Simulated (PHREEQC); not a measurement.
A solution holds 30 mmol/kgw H2SO4 and 7.3 mmol/kgw H3BO3, at 90 °C. Closed to the air; pH follows from the charge balance.

All values are PHREEQC results (ion-association model, phreeqc.dat), not measurements.

```yaml
pH: 1.55
ionic_strength: 0.0364 mol/kgw
specific_conductance: 33000 µS/cm
total_alkalinity: -60.0 meq/kg
```

```tsv
species	molality	activity	log γ
H+	0.0332	0.0282	-0.070
HSO4-	0.0268	0.0219	-0.087
H3BO3	0.00730	0.00736	0.004
SO4-2	0.00318	0.00146	-0.338
```

Precipitation was switched off in this run. Complexes and solids missing from the database can't appear. Away from 25 °C the constants follow the database's enthalpies or fits; those with neither stay at their 25 °C values.
